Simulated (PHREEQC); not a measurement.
Dissolve 0.016 mol/kgw H2SeO4 and 0.15 mol/kgw CaCl2 at 25 °C. It is in equilibrium with CO2 at log p = 0 (atm). Otherwise closed; pH follows from the charge balance.

The numbers come from PHREEQC with the ion-association model, wateq4f.dat.

Each row changes one thing in this solution. No solid was allowed to form.

```json
[
 {"case": "as made", "pH": "1.68", "ionic strength (mol/kgw)": "0.489", "HCO3- (mol/kgw)": "1.02e-6"},
 {"case": "H2SeO4 left out", "pH": "3.80", "ionic strength (mol/kgw)": "0.450", "HCO3- (mol/kgw)": "(withheld)"},
 {"case": "H2SeO4 from 0.016 to 0.0144 mol/kgw", "pH": "1.72", "ionic strength (mol/kgw)": "(withheld)", "HCO3- (mol/kgw)": "1.13e-6"},
 {"case": "CaCl2 replaced by HCl at the same molality", "pH": "0.86", "ionic strength (mol/kgw)": "0.175", "HCO3- (mol/kgw)": "1.46e-7"},
 {"case": "H2SeO4 replaced by Na2SeO4 at the same molality", "pH": "3.85", "ionic strength (mol/kgw)": "0.498", "HCO3- (mol/kgw)": "0.000152"},
 {"case": "temperature from 25 to 30 °C", "pH": "1.68", "ionic strength (mol/kgw)": "0.488", "HCO3- (mol/kgw)": "9.68e-7"}
]
```

Task: What belongs in the gaps?

Result: 
- H2SeO4 left out, HCO3- (mol/kgw): 0.000137
- H2SeO4 from 0.016 to 0.0144 mol/kgw, ionic strength (mol/kgw): 0.486
